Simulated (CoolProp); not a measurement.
Vapour pressure (MPa) of n-perfluorobutane: the reference equation beside estimates from Tc = 113.2 °C, pc = 2.322 MPa, ω = 0.372.

Model: reference Helmholtz-energy equation of state, Gao 2022, in CoolProp.

```json
[
 {"T (°C)": "31.25", "reference": "0.3250", "Lee-Kesler": "0.3265", "van der Waals": "0.8296", "Redlich-Kwong": "0.5121", "Soave-Redlich-Kwong": "0.3277", "Peng-Robinson": "0.3239"},
 {"T (°C)": "37.15", "reference": "0.3877", "Lee-Kesler": "0.3896", "van der Waals": "0.9069", "Redlich-Kwong": "0.5876", "Soave-Redlich-Kwong": "0.3917", "Peng-Robinson": "0.3868"},
 {"T (°C)": "42.95", "reference": "0.4579", "Lee-Kesler": "0.4601", "van der Waals": "0.9872", "Redlich-Kwong": "0.6689", "Soave-Redlich-Kwong": "0.4633", "Peng-Robinson": "0.4573"},
 {"T (°C)": "48.85", "reference": "0.5385", "Lee-Kesler": "0.5412", "van der Waals": "1.073", "Redlich-Kwong": "0.7592", "Soave-Redlich-Kwong": "0.5460", "Peng-Robinson": "0.5387"},
 {"T (°C)": "54.65", "reference": "0.6278", "Lee-Kesler": "0.6309", "van der Waals": "[?]", "Redlich-Kwong": "[?]", "Soave-Redlich-Kwong": "0.6376", "Peng-Robinson": "0.6290"},
 {"T (°C)": "60.55", "reference": "0.7296", "Lee-Kesler": "0.7332", "van der Waals": "1.258", "Redlich-Kwong": "0.9621", "Soave-Redlich-Kwong": "0.7421", "Peng-Robinson": "0.7322"},
 {"T (°C)": "66.45", "reference": "0.8433", "Lee-Kesler": "0.8475", "van der Waals": "1.358", "Redlich-Kwong": "1.077", "Soave-Redlich-Kwong": "0.8588", "Peng-Robinson": "0.8478"},
 {"T (°C)": "72.25", "reference": "0.9676", "Lee-Kesler": "0.9725", "van der Waals": "1.461", "Redlich-Kwong": "1.199", "Soave-Redlich-Kwong": "0.9864", "Peng-Robinson": "0.9745"},
 {"T (°C)": "78.15", "reference": "1.108", "Lee-Kesler": "1.114", "van der Waals": "1.570", "Redlich-Kwong": "1.331", "Soave-Redlich-Kwong": "1.130", "Peng-Robinson": "[?]"}
]
```

Task: Complete the blanks.

Result: 
- 54.65, van der Waals: 1.163
- 54.65, Redlich-Kwong: 0.8557
- 78.15, Peng-Robinson: 1.117

Absolute difference from the reference over all 9 rows, mean and median: Lee-Kesler 0.5 and 0.5 %, van der Waals 90.6 and 85.3 %, Redlich-Kwong 37.3 and 36.3 %, Soave-Redlich-Kwong 1.5 and 1.6 %, Peng-Robinson 0.4 and 0.3 %.
